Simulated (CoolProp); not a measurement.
Saturation properties of dimethyl carbonate.

Computed with CoolProp (reference Helmholtz-energy equation of state, Zhou 2011).

| T (K) | p (MPa) | enthalpy of vaporisation (kJ/kg) | vapour Z |
|---|---|---|---|
| 323.5 | 0.02361 | 402.5 | (withheld) |
| 330.3 | 0.03122 | 398.0 | 0.9879 |
| 337 | 0.04056 | 393.5 | 0.9853 |
| 343.8 | 0.05225 | 389.0 | 0.9822 |
| 350.6 | 0.06652 | 384.4 | 0.9787 |
| 357.3 | 0.08349 | (withheld) | 0.9748 |
| 364.1 | 0.1041 | 375.1 | 0.9704 |
| 370.8 | 0.1281 | 370.3 | 0.9655 |
| 377.6 | 0.1568 | 365.5 | 0.9601 |
| 384.4 | 0.1903 | 360.5 | 0.9540 |
| 391.1 | 0.2285 | 355.5 | 0.9475 |
| 397.9 | 0.2731 | (withheld) | 0.9403 |
| 404.7 | 0.3242 | 345.0 | (withheld) |

Q: What belongs in the gaps?

A: 
- 323.5, vapour Z: 0.9902
- 357.3, enthalpy of vaporisation (kJ/kg): 379.8
- 397.9, enthalpy of vaporisation (kJ/kg): 350.3
- 404.7, vapour Z: 0.9324

It boils at 363.3 K under 1 atm.
